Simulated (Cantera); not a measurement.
Mixture: 7.54 % CH4, 16.6 % O2, 62.3 % N2, 13.6 % CO2, equivalence ratio 0.91, at 21.0 bar, adiabatic and at constant pressure. Ignition delay is the time to a rise of 400 K.

Detailed kinetics in Cantera: GRI-Mech 3.0 (53 species, 325 reactions). The pressure lies above the range GRI-Mech 3.0 was tuned for (to about 10 atm).

Task: Predict: delay at 1075 K; delay at 1125 K; delay at 1175 K; delay at 1225 K; delay at 1275 K; delay at 1325 K; apparent activation energy between 1225 and 1325 K.

Result: 
| Item | Value |
|---|---|
| delay at 1075 K | 12.4 ms |
| delay at 1125 K | 6.07 ms |
| delay at 1175 K | 3.17 ms |
| delay at 1225 K | 1.75 ms |
| delay at 1275 K | 1.01 ms |
| delay at 1325 K | 0.599 ms |
| apparent activation energy between 1225 and 1325 K | 140 kJ/mol |
